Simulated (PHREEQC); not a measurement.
## Metal-bearing waste water: an equilibrium model

Consider water at 25 °C with 0.2 mol/kgw CdCl2, 0.1 mol/kgw ZnCl2, 0.0016 mol/kgw H2SO4 and 0.00078 mol/kgw NaCl. Closed to the air; pH follows from the charge balance.

The numbers come from PHREEQC with the ion-association model, wateq4f.dat.

Precipitation was switched off in this run.

### Question
Estimate the pH, activity of water.

### Answer
pH 2.62; activity of water 0.990.

### Question
In which forms is S present?

### Answer
SO4-2 43 %, ZnSO4 42 %, CdSO4 11 %, HSO4- 3.3 % of the S.

Complexes and solids missing from the database can't appear.
